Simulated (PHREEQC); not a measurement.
# Geothermal or formation water: speciation

Synthetic water in mmol/kgw, 70 °C, pH 6.61, pe -1.6: Na 454; K 0.0134; Ca 3.22; Mg 46.2; Cl 367; S(6) 77.1; Alkalinity (meq/kgw) 3.13; N(-3) 0.696; Fe(2) 0.395; Mn(2) 0.155; Li 0.0776.

Cl is adjusted to close the charge balance.
Valence states are taken as typed.

Computed with PHREEQC (ion-association model, phreeqc.dat).

Each row changes one thing in this solution. Precipitation was switched off in this run.

| case | ionic strength (mol/kgw) | Na+ (mol/kgw) | SO4-2 (mol/kgw) | Mg+2 (mol/kgw) | MgSO4 (mol/kgw) | NaSO4- (mol/kgw) | SI of Rhodochrosite (MnCO3) | SI of Siderite (FeCO3) |
|---|---|---|---|---|---|---|---|---|
| as made | 0.553 | 0.436 | 0.0360 | 0.0240 | 0.0219 | 0.0182 | +0.23 | +0.56 |
| Ca from 3.22 to 1.61 mmol/kgw | 0.549 | 0.435 | 0.0362 | 0.0239 | 0.0220 | 0.0183 | +0.23 | +0.56 |
| Na from 454 to 227 mmol/kgw | 0.320 | 0.215 | 0.0377 | 0.0193 | 0.0266 | 0.0115 | +0.32 | +0.62 |
| pH from 6.61 to 5.61 at the same alkalinity | 0.553 | 0.436 | 0.0360 | 0.0240 | 0.0219 | 0.0182 | -0.76 | -0.42 |
| pH from 6.61 to 7.61 at the same alkalinity | 0.553 | 0.435 | 0.0361 | 0.0240 | 0.0219 | 0.0182 | +1.11 | +1.43 |

Some of these states are supersaturated (in Siderite, Rhodochrosite, for instance). At this temperature some constants are extrapolated from 25 °C, and those without enthalpy data are left unchanged.
